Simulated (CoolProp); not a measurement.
Methane along the isotherm -70.95 °C: Z from the reference equation and from simpler models built on Tc = -82.6 °C, pc = 4599 kPa, ω = 0.011; each cubic takes its own stable root.

Values from CoolProp's reference Helmholtz-energy equation of state, Setzmann 1991.

```json
[
 {"p (kPa)": "192", "phase": "gas", "reference": "0.9882", "Pitzer virial": "0.9882", "van der Waals": "0.9892", "Redlich-Kwong": "0.9879", "Soave-Redlich-Kwong": "0.9879", "Peng-Robinson": "0.9864"},
 {"p (kPa)": "383", "phase": "gas", "reference": "0.9763", "Pitzer virial": "0.9764", "van der Waals": "0.9782", "Redlich-Kwong": "0.9758", "Soave-Redlich-Kwong": "0.9758", "Peng-Robinson": "0.9728"},
 {"p (kPa)": "575", "phase": "gas", "reference": "0.9642", "Pitzer virial": "0.9646", "van der Waals": "0.9670", "Redlich-Kwong": "0.9634", "Soave-Redlich-Kwong": "0.9634", "Peng-Robinson": "0.9589"},
 {"p (kPa)": "767", "phase": "gas", "reference": "0.9518", "Pitzer virial": "0.9527", "van der Waals": "0.9556", "Redlich-Kwong": "0.9508", "Soave-Redlich-Kwong": "0.9508", "Peng-Robinson": "0.9449"},
 {"p (kPa)": "958", "phase": "gas", "reference": "0.9394", "Pitzer virial": "0.9410", "van der Waals": "0.9440", "Redlich-Kwong": "0.9381", "Soave-Redlich-Kwong": "0.9381", "Peng-Robinson": "0.9307"},
 {"p (kPa)": "1150", "phase": "gas", "reference": "0.9266", "Pitzer virial": "0.9291", "van der Waals": "0.9321", "Redlich-Kwong": "0.9251", "Soave-Redlich-Kwong": "0.9251", "Peng-Robinson": "0.9163"},
 {"p (kPa)": "1340", "phase": "gas", "reference": "0.9137", "Pitzer virial": "0.9174", "van der Waals": "0.9201", "Redlich-Kwong": "0.9120", "Soave-Redlich-Kwong": "0.9121", "Peng-Robinson": "0.9019"},
 {"p (kPa)": "1530", "phase": "gas", "reference": "0.9006", "Pitzer virial": "0.9057", "van der Waals": "0.9078", "Redlich-Kwong": "0.8987", "Soave-Redlich-Kwong": "0.8988", "Peng-Robinson": "0.8872"},
 {"p (kPa)": "1720", "phase": "gas", "reference": "0.8872", "Pitzer virial": "0.8940", "van der Waals": "0.8952", "Redlich-Kwong": "0.8852", "Soave-Redlich-Kwong": "0.8853", "Peng-Robinson": "0.8723"},
 {"p (kPa)": "1920", "phase": "gas", "reference": "0.8728", "Pitzer virial": "0.8817", "van der Waals": "0.8816", "Redlich-Kwong": "0.8707", "Soave-Redlich-Kwong": "0.8708", "Peng-Robinson": "0.8564"},
 {"p (kPa)": "2110", "phase": "gas", "reference": "0.8588", "Pitzer virial": "0.8700", "van der Waals": "0.8684", "Redlich-Kwong": "0.8566", "Soave-Redlich-Kwong": "0.8567", "Peng-Robinson": "0.8411"},
 {"p (kPa)": "2300", "phase": "gas", "reference": "0.8444", "Pitzer virial": "0.8582", "van der Waals": "0.8548", "Redlich-Kwong": "0.8422", "Soave-Redlich-Kwong": "0.8423", "Peng-Robinson": "0.8254"}
]
```
